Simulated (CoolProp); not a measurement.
The numbers come from the reference Helmholtz-energy equation of state, Thol 2015 in CoolProp.

Problem. Give the vapour pressure (kPa), liquid density (kg/m³), vapour density (kg/m³), enthalpy of vaporisation (kJ/kg) of saturated octamethylcyclotetrasiloxane (D4) at 365.9, 389.6 K.

Solution. 
| T (K) | p (kPa) | liquid density (kg/m³) | vapour density (kg/m³) | enthalpy of vaporisation (kJ/kg) |
|---|---|---|---|---|
| 365.9 | 6.43 | 872 | 0.633 | 161 |
| 389.6 | 16.6 | 843 | 1.55 | 153 |
